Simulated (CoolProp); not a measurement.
Propylene along the isobar 6480 kPa: fugacity coefficient from the reference equation and from simpler models built on Tc = 91.1 °C, pc = 4555 kPa, ω = 0.146; each cubic takes its own stable root.

The numbers come from the reference Helmholtz-energy equation of state, Lemmon 2013 in CoolProp.

| T (°C) | phase | reference | van der Waals | Redlich-Kwong | Soave-Redlich-Kwong | Peng-Robinson |
|---|---|---|---|---|---|---|
| -0.25 | liquid | 0.09733 | 0.2164 | 0.1165 | 0.09993 | 0.09627 |
| 21.25 | liquid | 0.1642 | 0.2871 | 0.1890 | 0.1693 | 0.1624 |
| 42.85 | liquid | 0.2521 | 0.3645 | 0.2792 | 0.2605 | 0.2493 |
| 64.45 | liquid | 0.3576 | 0.4456 | 0.3817 | 0.3690 | 0.3530 |
| 86.05 | liquid | 0.4741 | 0.5270 | 0.4890 | 0.4863 | 0.4654 |
| 107.65 | supercritical | 0.5881 | 0.6041 | 0.5890 | 0.5968 | 0.5713 |
| 129.25 | supercritical | 0.6689 | 0.6691 | 0.6634 | 0.6759 | 0.6476 |
| 150.75 | supercritical | 0.7239 | 0.7163 | 0.7157 | 0.7318 | 0.7025 |
| 172.35 | supercritical | 0.7668 | 0.7530 | 0.7569 | 0.7762 | 0.7466 |
| 193.95 | supercritical | 0.8018 | 0.7831 | 0.7907 | 0.8126 | 0.7831 |
| 215.55 | supercritical | 0.8308 | 0.8084 | 0.8188 | 0.8429 | 0.8138 |
| 237.15 | supercritical | 0.8552 | 0.8300 | 0.8425 | 0.8684 | 0.8399 |
| 258.65 | supercritical | 0.8759 | 0.8486 | 0.8627 | 0.8900 | 0.8621 |
| 280.25 | supercritical | 0.8937 | 0.8649 | 0.8801 | 0.9085 | 0.8814 |
| 301.85 | supercritical | 0.9090 | 0.8791 | 0.8951 | 0.9243 | 0.8981 |
